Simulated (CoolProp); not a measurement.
Fluorine at several states: Z from the reference equation and from simpler models built on Tc = 144.4 K, pc = 52.40 bar, ω = 0.045; each cubic takes its own stable root.

The numbers come from the reference Helmholtz-energy equation of state, de Reuck 1990 in CoolProp.

| T (K) | p (bar) | phase | reference |
|---|---|---|---|
| 96 | 3.28 | liquid | 0.01098 |
| 264.5 | 70 | supercritical | 0.9530 |
| 127.6 | 0.102 | gas | 0.9991 |
| 127.3 | 23.2 | gas | 0.7195 |
| 124.9 | 0.189 | gas | 0.9981 |

Question: How far does each simpler model (Redlich-Kwong, Soave-Redlich-Kwong, Peng-Robinson) lie from the reference over these 5 states: mean and median of the absolute difference, and the worst?

Answer: 
- Redlich-Kwong: mean 0.3 %, median 0.0 %, worst +1.0 % at 127.3 K and 23.2 bar
- Soave-Redlich-Kwong: mean 0.5 %, median 0.5 %, worst +1.0 % at 264.5 K and 70 bar
- Peng-Robinson: mean 2.8 %, median 1.3 %, worst -11.2 % at 96 K and 3.28 bar
